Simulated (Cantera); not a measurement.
Adiabatic ignition

An adiabatic, constant-pressure homogeneous reactor starts with 38.7 % H2, 12.9 % O2, 48.4 % N2, equivalence ratio 1.5, at 1350 K and 300 Torr.

Detailed kinetics in Cantera: GRI-Mech 3.0 (53 species, 325 reactions).

```tsv
t (s)	T (K)	x H2	x O2	x HO2	x NO	x H
1.00e-5	1350	0.387	0.129	1.82e-7	<1e-12	6.87e-7
2.72e-5	1350	0.387	0.129	2.06e-6	<1e-12	6.70e-5
7.39e-5	1710	0.108	0.0138	3.90e-6	5.45e-6	0.150
0.000201	2206	0.130	0.00809	1.62e-6	4.14e-5	0.0921
0.000546	2559	0.138	0.00419	1.19e-6	0.000184	0.0560
0.00149	2725	0.142	0.00248	1.12e-6	0.000803	0.0399
0.00404	2732	0.143	0.00228	1.07e-6	0.00205	0.0386
0.0110	2730	0.143	0.00222	1.04e-6	0.00279	0.0384
0.0299	2730	0.143	0.00222	1.04e-6	0.00283	0.0383
0.0812	2730	0.143	0.00222	1.04e-6	0.00283	0.0383
0.221	2730	0.143	0.00222	1.04e-6	0.00283	0.0383
0.600	2730	0.143	0.00222	1.04e-6	0.00283	0.0383
```
x: mole fraction; the columns are a selection and need not sum to one.

| Quantity | Result |
|---|---|
| time of steepest temperature rise | 57.8 µs |
| temperature at 0.600 s | 2730 K |
| equilibrium temperature | 2730 K |
| x(H2) at 0.600 s | 0.143 (gas-phase equilibrium 0.143) |
| x(O2) at 0.600 s | 0.00222 (gas-phase equilibrium 0.00222) |
| x(HO2) at 0.600 s | 1.04e-6 (gas-phase equilibrium 1.04e-6) |
